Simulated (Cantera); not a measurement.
# Thermodynamics of silicon oxide and oxynitride deposition, feed Si₂H₆ + O₂ + H₂

Charge: 1 mol Si₂H₆, 12 mol O₂, 0.13 mol H₂, held at 100 Torr.

Cantera equilibrium calculation (NASA polynomials, part measured and part estimated; ideal gas, pure solids and liquids). Candidate condensed phases: H₂O, Si, SiO₂; 18 gas species. The feed counts by its element totals alone. Rates play no part.

From 598 K to 798 K the condensed part is SiO₂(α-quartz). From 848 K to 1098 K the condensed part is SiO₂(β-quartz).

| T (K) | x O₂ | x H₂O | x OH | x HO₂ | x O | x H₂ | n SiO₂(α-quartz) | n SiO₂(β-quartz) |
|---|---|---|---|---|---|---|---|---|
| 598 | 0.729 | 0.271 | <1e-12 | <1e-12 | <1e-12 | <1e-12 | 2.00 | 0 |
| 648 | 0.729 | 0.271 | 1.07e-11 | <1e-12 | <1e-12 | <1e-12 | 2.00 | 0 |
| 698 | 0.729 | 0.271 | 9.22e-11 | 2.34e-12 | <1e-12 | <1e-12 | 2.00 | 0 |
| 748 | 0.729 | 0.271 | 5.96e-10 | 1.08e-11 | <1e-12 | <1e-12 | 2.00 | 0 |
| 798 | 0.729 | 0.271 | 3.05e-9 | 4.13e-11 | <1e-12 | <1e-12 | 2.00 | 0 |
| 848 | 0.729 | 0.271 | 1.29e-8 | 1.35e-10 | 1.59e-12 | <1e-12 | 0 | 2.00 |
| 898 | 0.729 | 0.271 | 4.65e-8 | 3.84e-10 | 1.17e-11 | 2.58e-12 | 0 | 2.00 |
| 948 | 0.729 | 0.271 | 1.46e-7 | 9.83e-10 | 6.95e-11 | 1.48e-11 | 0 | 2.00 |
| 998 | 0.729 | 0.271 | 4.11e-7 | 2.29e-9 | 3.46e-10 | 7.14e-11 | 0 | 2.00 |
| 1048 | 0.729 | 0.271 | 1.05e-6 | 4.92e-9 | 1.48e-9 | 2.97e-10 | 0 | 2.00 |
| 1098 | 0.729 | 0.271 | 2.45e-6 | 9.85e-9 | 5.55e-9 | 1.09e-9 | 0 | 2.00 |
x: gas mole fraction; n: condensed amount in mol.
